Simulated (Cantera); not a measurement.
N2O furnace oxynitridation

An isothermal, constant-pressure homogeneous reactor starts with N2O : H2O = 0.55 : 0.038 (molar parts), at 1300 K and 46000 Pa.

Computed with Cantera and GRI-Mech 3.0 (53 species, 325 reactions). GRI-Mech 3.0 was tuned for natural gas; its chemistry of N2O as a main component is partial and can be far from experiment. The mechanism lacks the step 2 NO + O2 → 2 NO2, which can matter for NO2 below about 1400 K. The temperature is held fixed by assumption; the heat of reaction is taken as removed at once.

```tsv
t (s)	x N2O	x H2O	x N2	x OH	x H
0.000200	0.935	0.0646	0.000346	2.39e-5	1.06e-8
0.000522	0.934	0.0646	0.000931	3.94e-5	1.88e-8
0.00136	0.931	0.0645	0.00248	4.69e-5	2.17e-8
0.00356	0.925	0.0644	0.00652	5.29e-5	2.27e-8
0.00928	0.909	0.0640	0.0169	5.86e-5	2.17e-8
0.0242	0.869	0.0631	0.0426	6.44e-5	2.01e-8
0.0632	0.776	0.0611	0.102	6.92e-5	1.95e-8
0.165	0.591	0.0570	0.221	6.93e-5	1.98e-8
0.431	0.321	0.0511	0.395	6.27e-5	1.96e-8
1.12	0.0929	0.0461	0.543	4.69e-5	1.22e-8
2.94	0.00937	0.0442	0.599	2.09e-5	1.42e-9
7.66	7.56e-5	0.0440	0.605	9.32e-6	1.76e-10
20.0	8.82e-7	0.0440	0.605	9.17e-6	1.69e-10
```
x: mole fraction; the columns are a selection and need not sum to one.

Equilibrium at this temperature and pressure: N2O 1.78e-8, H2O 0.0440, N2 0.637, OH 9.42e-6, H 1.65e-10 (gas phase only).
